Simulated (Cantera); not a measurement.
Charge: 1 mol CF4, 0.012 mol HCl, 0.088 mol H2, 0.36 mol F2, held at 2650 °C and 3.60 Pa.

Cantera equilibrium calculation (NASA polynomials, part measured and part estimated; ideal gas, pure solids and liquids). Candidate condensed phases: C, C6H6, C7H8, C8H18; 118 gas species. The numbers say what is thermodynamically allowed, not how fast it happens.

Base state: F 0.823, C 0.104, H 0.0247, C3 0.0145, CF 0.0127, C2 0.00922, HF 0.00891, Cl 0.00215 (mole fractions); condensed: gas only.

Task: What changes in the equilibrium state with this change: CF4 replaced by CH3F?

Result: 
```csv
species,before,after
H,0.0247,0.536
F,0.823,0.258
C,0.104,0.111
HF,0.00891,0.0605
CF,0.0127,0.00422
C3,0.0145,0.0173
C2,0.00922,0.0104
H2,1.44e-6,0.000674
C2H,4.64e-6,0.000113
CF2,3.42e-5,3.56e-6
Cl,0.00215,0.00225
```
